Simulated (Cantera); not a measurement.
# Si + Cl₂ + NF₃ (silicon etching in halogen gases)

Charge: 1 mol Si, a varied amount of Cl₂, 0.75 mol NF₃, held at 1123 K and 0.950 bar.

Equilibrium computed with Cantera from the NASA thermochemical tables; the gas is ideal and each condensed phase is pure. Candidate condensed phases: Si, Si₃N₄; 24 gas species. The tables' values for SiCl₃, SiF₃ are old estimates; treat these amounts as uncertain. Kinetics and transport are ignored.

```json
[
 {"n(Cl₂) (mol)": "0.51", "log p Cl₂": "-9.63", "log p SiF₄": "-0.30", "log p SiCl₄": "-0.65", "log p N₂": "-0.65", "log p Cl": "-7.51", "n Si₃N₄(s)": "0.0608"},
 {"n(Cl₂) (mol)": "0.85", "log p Cl₂": "-9.55", "log p SiF₄": "-0.40", "log p SiCl₄": "-0.53", "log p N₂": "-0.59", "log p Cl": "-7.47", "n Si₃N₄(s)": "0.00411"},
 {"n(Cl₂) (mol)": "1.2", "log p Cl₂": "-0.74", "log p SiF₄": "-0.50", "log p SiCl₄": "-0.61", "log p N₂": "-0.68", "log p Cl": "-3.07", "n Si₃N₄(s)": "0"},
 {"n(Cl₂) (mol)": "1.5", "log p Cl₂": "-0.53", "log p SiF₄": "-0.57", "log p SiCl₄": "-0.68", "log p N₂": "-0.75", "log p Cl": "-2.96", "n Si₃N₄(s)": "0"},
 {"n(Cl₂) (mol)": "1.9", "log p Cl₂": "-0.39", "log p SiF₄": "-0.65", "log p SiCl₄": "-0.76", "log p N₂": "-0.83", "log p Cl": "-2.89", "n Si₃N₄(s)": "0"},
 {"n(Cl₂) (mol)": "2.2", "log p Cl₂": "-0.33", "log p SiF₄": "-0.70", "log p SiCl₄": "-0.81", "log p N₂": "-0.88", "log p Cl": "-2.86", "n Si₃N₄(s)": "0"},
 {"n(Cl₂) (mol)": "2.5", "log p Cl₂": "-0.29", "log p SiF₄": "-0.75", "log p SiCl₄": "-0.86", "log p N₂": "-0.93", "log p Cl": "-2.84", "n Si₃N₄(s)": "0"},
 {"n(Cl₂) (mol)": "2.9", "log p Cl₂": "-0.25", "log p SiF₄": "-0.80", "log p SiCl₄": "-0.91", "log p N₂": "-0.98", "log p Cl": "-2.82", "n Si₃N₄(s)": "0"},
 {"n(Cl₂) (mol)": "3.2", "log p Cl₂": "-0.22", "log p SiF₄": "-0.84", "log p SiCl₄": "-0.95", "log p N₂": "-1.02", "log p Cl": "-2.81", "n Si₃N₄(s)": "0"},
 {"n(Cl₂) (mol)": "3.6", "log p Cl₂": "-0.20", "log p SiF₄": "-0.89", "log p SiCl₄": "-0.99", "log p N₂": "-1.06", "log p Cl": "-2.80", "n Si₃N₄(s)": "0"},
 {"n(Cl₂) (mol)": "3.9", "log p Cl₂": "-0.19", "log p SiF₄": "-0.92", "log p SiCl₄": "-1.03", "log p N₂": "-1.09", "log p Cl": "-2.79", "n Si₃N₄(s)": "0"},
 {"n(Cl₂) (mol)": "4.2", "log p Cl₂": "-0.17", "log p SiF₄": "-0.94", "log p SiCl₄": "-1.05", "log p N₂": "-1.12", "log p Cl": "-2.78", "n Si₃N₄(s)": "0"}
]
```
log p: log10 of the partial pressure in bar; n: condensed amount in mol.

From 0.51 mol Cl₂ to 0.85 mol Cl₂ the condensed part is Si₃N₄(s). From 1.2 mol Cl₂ to 4.2 mol Cl₂ nothing is condensed. The main Si-bearing gas is SiF₄ throughout.
